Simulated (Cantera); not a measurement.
An isothermal, constant-pressure homogeneous reactor starts with H₂ : O₂ : N₂ = 1.7 : 1 : 11 (molar parts), at 850 K and 100000 Pa.

Computed with Cantera and GRI-Mech 3.0 (53 species, 325 reactions). Below about 950 K walls govern HO2 and H2O2 in real vessels. The temperature is held fixed by assumption; the heat of reaction is taken as removed at once.

x: mole fraction; the columns are a selection and need not sum to one.

```tsv
t (s)	x H₂	x O₂	x N₂O	x H₂O₂	x H
0.000300	0.124	0.0730	<1e-12	<1e-12	<1e-12
0.000842	0.124	0.0730	<1e-12	<1e-12	<1e-12
0.00236	0.124	0.0730	<1e-12	3.85e-12	<1e-12
0.00662	0.124	0.0730	<1e-12	3.06e-11	<1e-12
0.0186	0.124	0.0730	<1e-12	2.44e-10	1.20e-12
0.0521	0.124	0.0730	<1e-12	2.00e-9	2.16e-12
0.146	0.124	0.0730	<1e-12	1.89e-8	7.10e-12
0.410	0.124	0.0730	<1e-12	3.86e-7	7.76e-11
1.15	0.124	0.0730	4.31e-12	1.41e-5	?
3.23	0.122	0.0720	9.23e-11	0.000237	?
9.06	0.104	0.0628	8.16e-10	0.000406	?
25.4	0.0623	0.0423	2.78e-9	0.000245	?
71.3	0.0142	0.0187	7.25e-9	5.84e-5	?
200	0.000227	0.0118	1.38e-8	5.89e-7	1.19e-10
```

Question: What belongs in the gaps?

Answer: 
- 1.15, x H: 1.32e-9
- 3.23, x H: 1.76e-8
- 9.06, x H: 2.81e-8
- 25.4, x H: 1.93e-8
- 71.3, x H: 8.44e-9
